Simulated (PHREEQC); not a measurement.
Dissolve 0.087 mol Cu(NO3)2 per kg of water at 15 °C. Closed to the air; pH follows from the charge balance.

The numbers come from PHREEQC with the ion-association model, phreeqc.dat.

```yaml
pH: 4.38
ionic_strength: 0.261 mol/kgw
specific_conductance: 12000 µS/cm
density: 1.013 g/cm³
```

```
species     molality  activity   log γ
----------  --------  --------  ------
NO3-           0.174     0.117  -0.171
Cu+2          0.0869    0.0267  -0.512
H+           5.25e-5   4.15e-5  -0.102
Cu2(OH)2+2   2.14e-5   6.44e-6  -0.521
CuOH+        9.14e-6   6.41e-6  -0.154
Cu(OH)2      3.03e-7   3.21e-7   0.026
```

No solid was allowed to form.
